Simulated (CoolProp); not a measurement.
Isohexane along the isotherm 276.85 °C: density (kg/m³) from the reference equation and from simpler models built on Tc = 224.6 °C, pc = 30.43 bar, ω = 0.280; each cubic takes its own stable root.

Computed with CoolProp (reference Helmholtz-energy equation of state, Lemmon 2006). It is a short technical equation, of lower accuracy than the large ones.

```
p (bar)          phase  reference
-------  -------------  ---------
5.85               gas      11.58
11.7               gas      24.49
17.6               gas      39.28
23.4               gas      56.15
29.3               gas      76.64
35.1     supercritical      101.5
41       supercritical      133.7
46.8     supercritical      174.3
52.7     supercritical      222.5
58.5     supercritical      264.3
64.4     supercritical      295.1
70.2     supercritical      317.1
76.1     supercritical      334.1
```

Question: How far does each simpler model (ideal gas, van der Waals, Redlich-Kwong, Soave-Redlich-Kwong, Peng-Robinson) lie from the reference over these 13 states: mean and median of the absolute difference, and the worst?

Answer: 
- ideal gas: mean 38.0 %, median 42.2 %, worst -58.9 % at 276.85 °C and 64.4 bar
- van der Waals: mean 6.7 %, median 3.8 %, worst -18.1 % at 276.85 °C and 76.1 bar
- Redlich-Kwong: mean 3.2 %, median 2.2 %, worst -8.2 % at 276.85 °C and 76.1 bar
- Soave-Redlich-Kwong: mean 7.2 %, median 5.3 %, worst -15.2 % at 276.85 °C and 64.4 bar
- Peng-Robinson: mean 3.8 %, median 1.6 %, worst -8.6 % at 276.85 °C and 64.4 bar
